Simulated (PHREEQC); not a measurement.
A solution holds 4.1 mol/kgw KCl, at 33 °C. Closed to the air; pH follows from the charge balance.

Computed with PHREEQC (Pitzer model, pitzer.dat).

| quantity | before | after |
|---|---|---|
| pH | 6.76 | -1.20 |
| ionic strength (mol/kgw) | 4.10 | 6.56 |

Question: Name the change that produced these shifts.
A. KCl from 4.1 to 3.69 mol/kgw
B. 2.4 mol/kgw H2SO4 added
C. KCl replaced by HCl at the same molality
D. temperature from 33 to 70 °C
E. KCl from 4.1 to 0.82 mol/kgw

Answer: B, 2.4 mol/kgw H2SO4 added

Precipitation was switched off in this run. In brines, pH and single-ion activities rest on the MacInnes convention.
